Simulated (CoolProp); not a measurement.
A single-stage vapour-compression cycle with the fluid: evaporating at 222.15 K (dew point), condensing at 248.15 K (bubble point), superheat 0 K, subcooling 5 K, compressor efficiency 0.6, no pressure losses. The same conditions are run with several fluids, on thermodynamics alone (safety and materials aside).

Computed with CoolProp (reference Helmholtz-energy equation of state of each fluid (R115: Lemmon 2016; R152A: Outcalt 1996; CH3F (R41): Lemmon 2006; ethane: Bücker 2006; fluoroethane (R161): Wu 2012; R22: Kamei 1995)).

```csv
fluid,cooling COP,pressure ratio,discharge temperature (K),refrigerating effect (kJ/kg),volumetric capacity (kJ/m³)
R115,4.75,3.17,260.9,110,549
R152A,4.81,3.75,294.7,319,301
CH3F (R41),4.60,2.60,303.7,400,3040
ethane,4.58,2.32,279.9,373,3630
fluoroethane (R161),4.79,3.34,297.7,398,553
R22,4.77,3.29,299.0,217,639
```
